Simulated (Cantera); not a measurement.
A perfectly stirred reactor is fed with CH4 : H2 : O2 = 0.018 : 1 : 0.013 (molar parts), equivalence ratio 41, at 2670 Pa; it is held at 2673 K, and followed from long to short residence time.

Cantera simulation using GRI-Mech 3.0 (53 species, 325 reactions); the numbers are that mechanism's predictions, not measurements. Radical loss at walls, strong at low pressure, is not modelled.

**Question.** What does this change do: O2 0.013 to 0.11 parts?

**Answer.** 
| quantity | before | after |
|---|---|---|
| x(CH4) at τ = 0.450 s | 6.73e-7 | 7.37e-8 |
| x(H2) at τ = 0.450 s | 0.758 | 0.590 |
| x(O2) at τ = 0.450 s | 4.48e-7 | 0.000361 |
| x(C2H6) at τ = 0.450 s | <1e-12 | <1e-12 |
| x(CO2) at τ = 0.450 s | 1.87e-5 | 0.000545 |
| x(CH4) at τ = 49.0 ms | 0.000107 | 1.19e-6 |
| x(H2) at τ = 49.0 ms | 0.880 | 0.633 |
| x(O2) at τ = 49.0 ms | 3.90e-6 | 0.000223 |
| x(C2H6) at τ = 49.0 ms | 2.94e-10 | <1e-12 |
| x(CO2) at τ = 49.0 ms | 2.12e-5 | 0.000559 |
The temperature is held fixed by assumption; the heat of reaction is taken as removed at once.
